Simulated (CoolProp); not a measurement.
Saturated liquid density (kg/m³) of n-pentane: the reference equation beside estimates from Tc = 469.7 K, pc = 33.68 bar, ω = 0.251.

Model: reference Helmholtz-energy equation of state, Thol 2019, in CoolProp.

```tsv
T (K)	reference	van der Waals	Peng-Robinson
357.6	556.5	334.9	567.6
363.9	548.8	330.1	558.2
370.1	541.0	325.2	548.4
376.4	532.8	320.1	538.1
382.6	524.5	314.9	527.4
388.9	515.8	309.4	515.9
395.1	506.8	303.7	504.1
401.4	497.2	297.7	491.3
407.6	487.4	291.5	478.1
413.9	476.8	284.9	463.7
420.1	465.8	278.0	448.6
426.4	453.7	270.5	432.0
432.6	440.9	262.6	414.4
```

Absolute difference from the reference over all 13 rows, mean and median: van der Waals 40.1 and 40.1 %, Peng-Robinson 2.1 and 1.7 %.
